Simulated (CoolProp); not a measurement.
Vapour-liquid equilibrium of fluoroethane (R161) (1) + R1234yf (2) at 1.34 MPa; x and y are mole fractions of (1).

Values from CoolProp's multi-fluid Helmholtz-energy mixture model, Wu 2012 and Lemmon 2022; pair parameters Bell 2016.

```
x     bubble temperature (K)  y at the bubble point  dew temperature at overall composition x (K)  liquid density (mol/L)
----  ----------------------  ---------------------  --------------------------------------------  ----------------------
0.05                   323.5                  0.063                                         323.7                   8.826
0.15                     ___                    ___                                           ___                   9.234
0.25                     ___                  0.296                                           ___                   9.668
0.35                   319.0                  0.403                                           ___                     ___
0.45                   317.7                  0.504                                         318.4                   10.62
0.55                   316.5                  0.601                                         317.1                   11.15
0.65                   315.4                    ___                                         315.9                   11.72
0.75                   314.4                  0.782                                         314.8                   12.34
0.85                   313.5                  0.869                                         313.7                   13.01
0.95                   312.8                  0.956                                         312.8                   13.73
```

Question: What belongs in the gaps?

Answer: 
- 0.15, bubble temperature (K): 321.9
- 0.15, y at the bubble point: 0.183
- 0.15, dew temperature at overall composition x (K): 322.3
- 0.25, bubble temperature (K): 320.4
- 0.25, dew temperature at overall composition x (K): 321.0
- 0.35, dew temperature at overall composition x (K): 319.7
- 0.35, liquid density (mol/L): 10.13
- 0.65, y at the bubble point: 0.693

No azeotrope shows between x = 0.05 and 0.95.

The pair parameters rest on a limited set of measurements; away from them the model extrapolates.
